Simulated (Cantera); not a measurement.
An adiabatic, constant-volume homogeneous reactor starts with C3H8 : O2 : N2 = 1 : 7.58 : 28.5 (molar parts), at 1150 K and 0.415 atm.

Computed with Cantera and GRI-Mech 3.0 (53 species, 325 reactions). GRI-Mech 3.0 was tuned for natural gas; its chemistry of propane as a main component is partial and can be far from experiment.

Q: Predict: time of steepest temperature rise; temperature at 3.00 s; equilibrium temperature; x(O2) at 3.00 s; x(CO2) at 3.00 s; x(H2O) at 3.00 s; x(H2O2) at 3.00 s.

A: 
| Item | Value |
|---|---|
| time of steepest temperature rise | 24.3 ms |
| temperature at 3.00 s | 2580 K |
| equilibrium temperature | 2580 K |
| x(O2) at 3.00 s | 0.0629 (gas-phase equilibrium 0.0629) |
| x(CO2) at 3.00 s | 0.0633 (gas-phase equilibrium 0.0633) |
| x(H2O) at 3.00 s | 0.0925 (gas-phase equilibrium 0.0925) |
| x(H2O2) at 3.00 s | 1.92e-7 (gas-phase equilibrium 1.92e-7) |
